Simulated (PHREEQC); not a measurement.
Silver or lead bath: an equilibrium model

Dissolve 0.0052 mol/kgw AgNO3, 0.012 mol/kgw NaNO3 and 0.00017 mol/kgw Cu(NO3)2 at 25 °C. Closed to the air; pH follows from the charge balance.

The numbers come from PHREEQC with the ion-association model, wateq4f.dat.

| Item | Value |
|---|---|
| pH | 5.71 |
| ionic strength | 0.0177 mol/kgw |

| species | molality | activity | log γ |
|---|---|---|---|
| NO3- | 0.0175 | 0.0152 | -0.060 |
| Na+ | 0.0120 | 0.0105 | -0.056 |
| Ag+ | 0.00517 | 0.00453 | -0.057 |
| Cu+2 | 0.000168 | 0.000103 | -0.215 |
| AgNO3 | 3.53e-5 | 3.54e-5 | 0.002 |
| H+ | 2.17e-6 | 1.94e-6 | -0.049 |
| CuOH+ | 6.05e-7 | 5.30e-7 | -0.058 |

No solid was allowed to form.
